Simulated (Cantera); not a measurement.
Feed: 1 mol HgO, 0.23 mol N2, held at 1400 Pa.

Method: chemical equilibrium by Gibbs-energy minimisation in Cantera with the NASA 1993 tables (ideal gas, pure condensed phases). Candidate condensed phases: Hg, HgO; 10 gas species. The numbers say what is thermodynamically allowed, not how fast it happens.

x: gas mole fraction; n: condensed amount in mol.

| T (K) | x N2 | x Hg | x O2 | x NO | x O | x NO2 | x N2O | n HgO(s) |
|---|---|---|---|---|---|---|---|---|
| 525 | 0.840 | 0.106 | 0.0532 | 7.82e-10 | <1e-12 | 1.41e-9 | <1e-12 | 0.971 |
| 600 | 0.133 | 0.578 | 0.289 | 9.92e-9 | <1e-12 | 7.87e-9 | <1e-12 | 0 |
| 675 | 0.133 | 0.578 | 0.289 | 7.59e-8 | <1e-12 | 1.65e-8 | <1e-12 | 0 |
| 750 | 0.133 | 0.578 | 0.289 | [?] | <1e-12 | [?] | [?] | 0 |
| 825 | 0.133 | 0.578 | 0.289 | [?] | [?] | [?] | [?] | 0 |
| 900 | 0.133 | 0.578 | 0.289 | 4.44e-6 | 2.45e-11 | 7.23e-8 | 1.99e-11 | 0 |
| 975 | 0.133 | 0.578 | 0.289 | 1.14e-5 | 3.28e-10 | 1.02e-7 | 4.67e-11 | 0 |
| 1050 | 0.133 | 0.578 | 0.289 | 2.54e-5 | 3.04e-9 | 1.37e-7 | 9.70e-11 | 0 |
| 1125 | 0.133 | 0.578 | 0.289 | 5.11e-5 | 2.10e-8 | 1.77e-7 | 1.83e-10 | 0 |
| 1200 | 0.133 | 0.578 | 0.289 | 9.42e-5 | 1.14e-7 | 2.22e-7 | 3.21e-10 | 0 |
| 1275 | 0.133 | 0.578 | 0.289 | 0.000162 | 5.07e-7 | 2.71e-7 | 5.28e-10 | 0 |
| 1350 | 0.133 | 0.578 | 0.289 | 0.000261 | 1.92e-6 | 3.24e-7 | 8.22e-10 | 0 |
| 1425 | 0.133 | 0.578 | 0.289 | 0.000400 | 6.30e-6 | 3.80e-7 | 1.22e-9 | 0 |

Problem. Fill in the missing entries.

Solution. 
- 750, x NO: 3.86e-7
- 750, x NO2: 2.97e-8
- 750, x N2O: 2.22e-12
- 825, x NO: 1.46e-6
- 825, x O: 1.14e-12
- 825, x NO2: 4.83e-8
- 825, x N2O: 7.34e-12
